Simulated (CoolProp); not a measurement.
Properties of R1336mzz(E) along the isobar 320 kPa.

Model: reference Helmholtz-energy equation of state, Akasaka 2023, in CoolProp.

| T (°C) | phase | Z | speed of sound (m/s) | Joule-Thomson coefficient (K/MPa) | isothermal compressibility (1/MPa) |
|---|---|---|---|---|---|
| 49.85 | gas | 0.9009 | 120.5 | 22.28 | 3.503 |
| 56.55 | gas | 0.9085 | 122.6 | 20.75 | 3.468 |
| 63.25 | gas | 0.9153 | 124.6 | 19.39 | 3.437 |
| 69.95 | gas | 0.9215 | 126.6 | 18.17 | 3.410 |
| 76.65 | gas | 0.9271 | 128.5 | 17.07 | 3.386 |
| 83.35 | gas | 0.9321 | 130.3 | 16.08 | 3.365 |
| 90.05 | gas | 0.9367 | 132.1 | 15.18 | 3.347 |
| 96.75 | gas | 0.9410 | 133.8 | 14.36 | 3.330 |
| 103.35 | gas | 0.9448 | 135.5 | 13.62 | 3.315 |
| 110.05 | gas | 0.9483 | 137.1 | 12.93 | 3.302 |
| 116.75 | gas | 0.9516 | 138.7 | 12.29 | 3.289 |
| 123.45 | gas | 0.9546 | 140.2 | 11.70 | 3.278 |
| 130.15 | gas | 0.9574 | 141.8 | 11.16 | 3.268 |
| 136.85 | gas | 0.9600 | 143.2 | 10.66 | 3.258 |
